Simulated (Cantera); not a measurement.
Feed: 1 mol Si, 0.036 mol N2O, 16 mol N2, equilibrated at 1752 °C and 17.0 Pa.

Method: chemical equilibrium by Gibbs-energy minimisation in Cantera with the NASA 1993 tables (ideal gas, pure condensed phases). Candidate condensed phases: Si, SiO2, Si2N2O, Si3N4; 16 gas species. The tables' values for SiN are old estimates; treat these amounts as uncertain. Kinetics and transport are ignored.

Base state: N2 0.941, Si 0.0561, SiO 0.00211, SiN 0.000174, Si2 0.000101, Si2N 3.67e-5 (mole fractions); condensed: gas only.

What changes in the equilibrium state with this change: pressure from 17.0 Pa to 10.0 mbar?


```csv
species,before,after
N2,0.941,0.992
Si,0.0561,0.00582
SiO,0.00211,0.00223
Si2N,3.67e-5,0.000183
Si3,3.52e-6,1.36e-5
Si2,0.000101,6.40e-5
"Si(l), mol",0,0.859
```
